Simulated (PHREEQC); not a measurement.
Dissolve 0.28 mol NaCl and 4.7e-05 mol Na2SO4 per kg of water at 25 °C and 10 atm. Closed to the air; pH follows from the charge balance.

The numbers come from PHREEQC with the ion-association model, phreeqc.dat.

Each row changes one thing in this solution. No solid was allowed to form.

```json
[
 {"case": "as made", "pH": "6.97", "ionic strength (mol/kgw)": "0.280", "SO4-2 (mol/kgw)": "3.44e-5", "NaSO4- (mol/kgw)": "1.26e-5", "HSO4- (mol/kgw)": "1.26e-10"},
 {"case": "temperature from 25 to 80 °C", "pH": "6.26", "ionic strength (mol/kgw)": "0.280", "SO4-2 (mol/kgw)": "3.30e-5", "NaSO4- (mol/kgw)": "1.40e-5", "HSO4- (mol/kgw)": "2.27e-9"},
 {"case": "temperature from 25 to 60 °C", "pH": "6.47", "ionic strength (mol/kgw)": "0.280", "SO4-2 (mol/kgw)": "3.33e-5", "NaSO4- (mol/kgw)": "1.37e-5", "HSO4- (mol/kgw)": "8.38e-10"},
 {"case": "0.38 mol/kgw HF added", "pH": "1.60", "ionic strength (mol/kgw)": "0.311", "SO4-2 (mol/kgw)": "2.16e-5", "NaSO4- (mol/kgw)": "7.58e-6", "HSO4- (mol/kgw)": "1.78e-5"},
 {"case": "NaCl left out", "pH": "7.00", "ionic strength (mol/kgw)": "0.000141", "SO4-2 (mol/kgw)": "4.70e-5", "NaSO4- (mol/kgw)": "2.09e-8", "HSO4- (mol/kgw)": "4.38e-10"},
 {"case": "temperature from 25 to 15 °C", "pH": "7.14", "ionic strength (mol/kgw)": "0.280", "SO4-2 (mol/kgw)": "3.49e-5", "NaSO4- (mol/kgw)": "1.21e-5", "HSO4- (mol/kgw)": "7.00e-11"},
 {"case": "temperature from 25 to 70 °C", "pH": "6.36", "ionic strength (mol/kgw)": "0.280", "SO4-2 (mol/kgw)": "3.31e-5", "NaSO4- (mol/kgw)": "1.39e-5", "HSO4- (mol/kgw)": "1.39e-9"},
 {"case": "Na2SO4 from 4.7e-05 to 0.00047 mol/kgw", "pH": "6.97", "ionic strength (mol/kgw)": "0.281", "SO4-2 (mol/kgw)": "0.000344", "NaSO4- (mol/kgw)": "0.000126", "HSO4- (mol/kgw)": "1.25e-9"}
]
```

Complexes and solids missing from the database can't appear. Away from 25 °C the constants follow the database's enthalpies or fits; those with neither stay at their 25 °C values.
